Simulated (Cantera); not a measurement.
What does this Cantera script print?

```python
import numpy as np
import cantera as ct

gas = ct.Solution("gri30.yaml")
gas.TPX = 1175, 1000000, {'H2': 1, 'O2': 1.61, 'N2': 10.8, 'NO': 0.015}
reactor = ct.IdealGasConstPressureReactor(gas, energy="on", clone=False)
net = ct.ReactorNet([reactor])
net.rtol, net.atol = 1e-08, 1e-16
show = ['H2', 'O2', 'NO', 'NO2', 'OH', 'H2O']
times = np.geomspace(1e-06, 0.7, 10)

steps = ct.SolutionArray(gas, extra=["t"])
rows = []
print(f"{'t/s':>10s}{'T/K':>9s}{'P/Pa':>11s}" + "".join(f"{s:>11s}" for s in show))
for t in times:
    while net.time < t:
        t_next = net.step()
        steps.append(gas.state, t=t_next)
    rows.append([np.interp(t, steps.t, y) for y in (steps.T, steps.P, *steps(*show).X.T)])
    print(f"{t:10.3e}{rows[-1][0]:9.1f}{rows[-1][1]:11.4g}" + "".join(f"{x:11.3e}" for x in rows[-1][2:]))
rate = np.gradient(steps.T, steps.t)
print("integrator steps:", len(steps.t))
if steps.T.max() > steps.T[0] + 200:
    print(f"time of steepest temperature rise: {steps.t[rate.argmax()]:.4e} s")
gas.TPX = 1175, 1000000, {'H2': 1, 'O2': 1.61, 'N2': 10.8, 'NO': 0.015}
gas.equilibrate("HP")
print(f"equilibrium (HP): T = {gas.T:.1f} K  " + "  ".join(f"{s} {gas[s].X[0]:.3e}" for s in show))
```

It prints:

```
       t/s      T/K       P/Pa         H2         O2         NO        NO2         OH        H2O
 1.000e-06   1175.0      1e+06  7.449e-02  1.199e-01  1.117e-03  1.052e-09  4.709e-10  3.566e-09
 4.461e-06   1175.0      1e+06  7.449e-02  1.199e-01  1.117e-03  4.247e-08  4.344e-09  1.174e-07
 1.990e-05   1175.6      1e+06  7.438e-02  1.198e-01  1.088e-03  2.868e-05  2.063e-06  8.743e-05
 8.879e-05   1713.2      1e+06  8.127e-06  8.579e-02  1.125e-03  1.523e-05  3.074e-04  7.720e-02
 3.961e-04   1714.0      1e+06  1.999e-06  8.584e-02  1.133e-03  7.039e-06  1.605e-04  7.728e-02
 1.767e-03   1714.0      1e+06  1.952e-06  8.584e-02  1.134e-03  6.933e-06  1.584e-04  7.728e-02
 7.884e-03   1714.0      1e+06  1.951e-06  8.584e-02  1.134e-03  6.933e-06  1.584e-04  7.728e-02
 3.517e-02   1714.0      1e+06  1.951e-06  8.584e-02  1.134e-03  6.935e-06  1.584e-04  7.728e-02
 1.569e-01   1714.0      1e+06  1.951e-06  8.584e-02  1.136e-03  6.947e-06  1.584e-04  7.728e-02
 7.000e-01   1714.0      1e+06  1.951e-06  8.584e-02  1.144e-03  6.996e-06  1.584e-04  7.728e-02
integrator steps: 1218
time of steepest temperature rise: 3.9279e-05 s
equilibrium (HP): T = 1711.9 K  H2 1.913e-06  O2 8.540e-02  NO 2.001e-03  NO2 1.226e-05  OH 1.559e-04  H2O 7.729e-02
```

Cantera simulation using GRI-Mech 3.0 (53 species, 325 reactions); the numbers are that mechanism's predictions, not measurements. The hydrogen kinetics of GRI-Mech 3.0 are dated; newer H2 mechanisms differ, most at raised pressure. The mechanism lacks 2 NO + O2 → 2 NO2 and HONO, so NO2 and the effect of NO are under-described below about 1400 K.
